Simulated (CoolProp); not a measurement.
A closed Brayton cycle with carbon dioxide: compressor inlet 312.15 K and 9.8 MPa, high pressure 31.6 MPa, turbine inlet 730 K, compressor efficiency 0.85, turbine efficiency 0.93, recuperator effectiveness 0.8 (on enthalpy, no pinch check). Each further row changes one setting.

Computed with CoolProp (reference Helmholtz-energy equation of state, Span 1996).

| case | thermal efficiency (%) | net work (kJ/kg) | compressor to turbine work | compressor exit (K) | turbine exit (K) |
|---|---|---|---|---|---|
| as stated | ___ | 99.7 | 0.26 | 351.9 | 595.4 |
| turbine inlet 680 K | 29.4 | ___ | ___ | 351.9 | 550.5 |
| compressor inlet 322.15 K | 29.7 | 85.0 | ___ | ___ | 595.4 |
| high pressure 26.9 MPa | 29.5 | ___ | 0.24 | 345.4 | ___ |
| recuperator effectiveness 0.5 | 24.2 | 99.7 | 0.26 | 351.9 | 595.4 |

### Question
Fill in the missing entries.

### Answer

- as stated, thermal efficiency (%): 31.1
- turbine inlet 680 K, net work (kJ/kg): 87.9
- turbine inlet 680 K, compressor to turbine work: 0.29
- compressor inlet 322.15 K, compressor to turbine work: 0.37
- compressor inlet 322.15 K, compressor exit (K): 396.8
- high pressure 26.9 MPa, net work (kJ/kg): 90.0
- high pressure 26.9 MPa, turbine exit (K): 613.4
